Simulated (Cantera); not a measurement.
A closed system holds: 1 mol MgO, 3.4 mol CO, at 2.60 mbar.

These are equilibrium values from Cantera (NASA tables, ideal gas, pure condensed phases), not measurements of a reactor. Candidate condensed phases: C, Mg, MgCO₃, MgO; 15 gas species. Equilibrium is a limit: real reactors are often held back by kinetics, nucleation or transport.

x: gas mole fraction; n: condensed amount in mol.

| T (K) | x CO | x Mg | x CO₂ | x MgO | x O | n MgO(s) |
|---|---|---|---|---|---|---|
| 1448 | 1.000 | 0.000201 | 0.000201 | 2.32e-12 | <1e-12 | 0.999 |
| 1473 | 0.999 | 0.000277 | 0.000277 | 5.85e-12 | <1e-12 | 0.999 |
| 1498 | 0.999 | 0.000377 | 0.000377 | 1.43e-11 | (withheld) | 0.999 |
| 1523 | 0.999 | 0.000508 | 0.000508 | 3.41e-11 | (withheld) | 0.998 |
| 1548 | 0.999 | 0.000679 | 0.000679 | 7.89e-11 | (withheld) | 0.998 |
| 1573 | 0.998 | 0.000897 | 0.000897 | 1.78e-10 | (withheld) | 0.997 |
| 1598 | 0.998 | 0.00118 | 0.00118 | 3.90e-10 | (withheld) | 0.996 |
| 1623 | 0.997 | 0.00153 | 0.00153 | 8.35e-10 | (withheld) | 0.995 |
| 1648 | 0.996 | 0.00197 | 0.00197 | 1.75e-9 | (withheld) | 0.993 |
| 1673 | 0.995 | 0.00252 | 0.00252 | 3.58e-9 | (withheld) | 0.991 |
| 1698 | 0.994 | 0.00320 | 0.00320 | 7.17e-9 | (withheld) | 0.989 |
| 1723 | 0.992 | 0.00403 | 0.00403 | 1.41e-8 | (withheld) | 0.986 |
| 1748 | 0.990 | 0.00505 | 0.00505 | 2.71e-8 | (withheld) | 0.983 |

Task: Fill in the missing entries.

Result: 
- 1498, x O: 2.72e-12
- 1523, x O: 7.42e-12
- 1548, x O: 1.96e-11
- 1573, x O: 5.02e-11
- 1598, x O: 1.25e-10
- 1623, x O: 3.01e-10
- 1648, x O: 7.09e-10
- 1673, x O: 1.63e-9
- 1698, x O: 3.64e-9
- 1723, x O: 7.95e-9
- 1748, x O: 1.70e-8
